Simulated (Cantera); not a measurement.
A Cantera script and its output.

```python
import numpy as np
import cantera as ct

gas = ct.Solution("gri30.yaml", transport_model="mixture-averaged")
show = ['NH3', 'CH3', 'H2']

rows = []
print(f"{'T/K':>7s}{'rho':>11s}{'cp':>10s}{'mu':>11s}{'lambda':>11s}{'Pr':>7s}" + "".join(f"{'D_' + s:>11s}" for s in show))
for T in [400, 650, 900, 1150, 1400, 1650, 1900, 2150, 2400]:
    gas.TPX = T, 16, {'N2': 0.15, 'H2': 0.93}
    Pr = gas.cp_mass * gas.viscosity / gas.thermal_conductivity
    D = [gas.mix_diff_coeffs_mole[gas.species_index(s)] for s in show]
    rows.append([gas.density, gas.cp_mass, gas.viscosity, gas.thermal_conductivity, Pr, *D])
    print(f"{T:7g}{gas.density:11.4e}{gas.cp_mass:10.1f}{gas.viscosity:11.4e}"
          f"{gas.thermal_conductivity:11.4e}{Pr:7.3f}" + "".join(f"{d:11.4e}" for d in D))
print("SI units: kg/m3, J/kg/K, Pa s, W/m/K, m2/s")
```

Result:

```
    T/K        rho        cp         mu     lambda     Pr      D_NH3      D_CH3       D_H2
    400 2.7070e-05    5204.2 1.6539e-05 1.6345e-01  0.527 6.3295e-01 5.7907e-01 8.0346e-01
    650 1.6659e-05    5229.9 2.2859e-05 2.2790e-01  0.525 1.4976e+00 1.3197e+00 1.8114e+00
    900 1.2031e-05    5379.7 2.8272e-05 2.8883e-01  0.527 2.6215e+00 2.2751e+00 3.1111e+00
   1150 9.4157e-06    5538.3 3.3143e-05 3.4931e-01  0.525 3.9721e+00 3.4215e+00 4.6709e+00
   1400 7.7343e-06    5726.0 3.7639e-05 4.0935e-01  0.526 5.5288e+00 4.7430e+00 6.4697e+00
   1650 6.5624e-06    5905.1 4.1854e-05 4.6855e-01  0.527 7.2773e+00 6.2281e+00 8.4919e+00
   1900 5.6990e-06    6069.8 4.5844e-05 5.2651e-01  0.529 9.2068e+00 7.8679e+00 1.0725e+01
   2150 5.0363e-06    6216.9 4.9651e-05 5.8297e-01  0.529 1.1309e+01 9.6550e+00 1.3159e+01
   2400 4.5117e-06    6345.0 5.3302e-05 6.3771e-01  0.530 1.3577e+01 1.1583e+01 1.5785e+01
SI units: kg/m3, J/kg/K, Pa s, W/m/K, m2/s
```

Model: GRI-Mech 3.0 (53 species, 325 reactions), integrated in Cantera.
